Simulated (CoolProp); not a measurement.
Properties of R507A along the isobar 179 bar.

Computed with CoolProp (reference Helmholtz-energy equation of state, Lemmon 2003). It is a pseudo-pure fit of the blend.

```tsv
T (K)	phase	cp (kJ/(kg K))	cv (kJ/(kg K))	isothermal compressibility (1/MPa)	expansivity (1/kK)	conductivity (mW/(m K))	Prandtl number
232.2	liquid	1.210	0.8264	0.001713	1.951	98.6	5.00
239.1	liquid	1.219	0.8341	0.001856	1.992	96.1	4.75
246	liquid	1.228	0.8419	0.002014	2.036	93.7	4.52
253	liquid	1.239	0.8501	0.002191	2.085	91.4	4.30
259.9	liquid	1.249	0.8582	0.002386	2.138	89.1	4.09
266.8	liquid	1.261	0.8665	0.002602	2.195	87.0	3.90
273.7	liquid	1.272	0.8749	0.002843	2.257	84.9	3.72
280.6	liquid	1.284	0.8834	0.003113	2.325	82.9	3.56
287.5	liquid	1.297	0.8920	0.003416	2.399	80.9	3.40
294.4	liquid	1.310	0.9007	0.003757	2.478	79.0	3.26
301.3	liquid	1.324	0.9094	0.004142	2.565	77.2	3.13
```

Viscosity comes from a separate model (Geller 2000). Thermal conductivity comes from a separate model (Geller 2001).
